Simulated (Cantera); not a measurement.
Cantera run, input and output.

```python
import numpy as np
import cantera as ct

gas = ct.Solution("h2o2.yaml")
gas.TPX = 475, 120000, {'H2': 1, 'O2': 0.5, 'N2': 1.75}
flame = ct.FreeFlame(gas, width=0.035)
flame.set_refine_criteria(ratio=3, slope=0.08, curve=0.16)
flame.transport_model = "unity-Lewis-number"
flame.solve(loglevel=0, auto=True)
z, T = flame.grid, flame.T
thick = (T[-1] - T[0]) / np.gradient(T, z).max()
show = ['H2', 'O2', 'OH', 'H', 'HO2', 'H2O']
print(f"laminar burning velocity  {flame.velocity[0] * 100:.3f} cm/s")
print(f"burnt temperature         {T[-1]:.1f} K")
print(f"thermal thickness         {thick * 1e3:.4f} mm")
print(f"grid points               {len(z)}")
z0 = z[flame.heat_release_rate.argmax()]
print(f"{'z/mm':>9s}{'T/K':>9s}{'u/(m/s)':>9s}" + "".join(f"{s:>11s}" for s in show))
rows = []
for k in (-3, -2, -1.5, -1, -0.5, -0.25, 0, 0.25, 0.5, 1, 2, 4, 8):
    zz = z0 + k * thick
    rows.append([k * thick, np.interp(zz, z, T), np.interp(zz, z, flame.velocity),
                 *(np.interp(zz, z, flame.X[gas.species_index(s)]) for s in show)])
    print(f"{rows[-1][0] * 1e3:9.3f}{rows[-1][1]:9.1f}{rows[-1][2]:9.3f}" + "".join(f"{x:11.3e}" for x in rows[-1][3:]))
```

Output:

```
laminar burning velocity  360.802 cm/s
burnt temperature         2523.9 K
thermal thickness         0.2604 mm
grid points               108
     z/mm      T/K  u/(m/s)         H2         O2         OH          H        HO2        H2O
   -0.781    475.0    3.608  3.077e-01  1.538e-01  3.531e-13  2.322e-13  2.798e-09  8.392e-08
   -0.521    475.0    3.608  3.077e-01  1.538e-01  1.596e-11  1.045e-11  6.967e-08  2.119e-06
   -0.391    475.1    3.609  3.077e-01  1.538e-01  1.419e-10  9.125e-11  4.656e-07  1.428e-05
   -0.260    476.2    3.617  3.076e-01  1.538e-01  3.011e-09  1.706e-09  4.728e-06  1.470e-04
   -0.130    523.3    3.963  3.026e-01  1.511e-01  1.302e-05  1.231e-05  1.739e-04  5.958e-03
   -0.065    804.4    5.986  2.668e-01  1.337e-01  6.293e-04  3.400e-03  2.710e-04  4.516e-02
    0.000   1292.2    9.320  1.528e-01  8.213e-02  4.183e-03  3.827e-02  9.605e-05  1.500e-01
    0.065   1597.6   11.278  6.926e-02  4.096e-02  1.161e-02  6.133e-02  3.907e-05  2.253e-01
    0.130   1752.7   12.223  5.389e-02  3.020e-02  1.551e-02  5.473e-02  2.469e-05  2.461e-01
    0.260   1923.7   13.229  5.026e-02  2.519e-02  1.811e-02  4.035e-02  1.666e-05  2.604e-01
    0.521   2092.7   14.191  4.610e-02  2.100e-02  1.910e-02  2.716e-02  1.094e-05  2.754e-01
    1.042   2247.9   15.048  3.994e-02  1.687e-02  1.843e-02  1.686e-02  6.869e-06  2.915e-01
    2.083   2373.4   15.723  3.304e-02  1.322e-02  1.646e-02  1.000e-02  4.480e-06  3.065e-01
```

Model: the H2/O2 subset of GRI-Mech 3.0, which has no nitrogen chemistry, integrated in Cantera. Unity Lewis numbers drop preferential diffusion, which matters most where H2 and H carry the flame. Burning velocities carry a grid error of a few per cent, more on coarse grids.
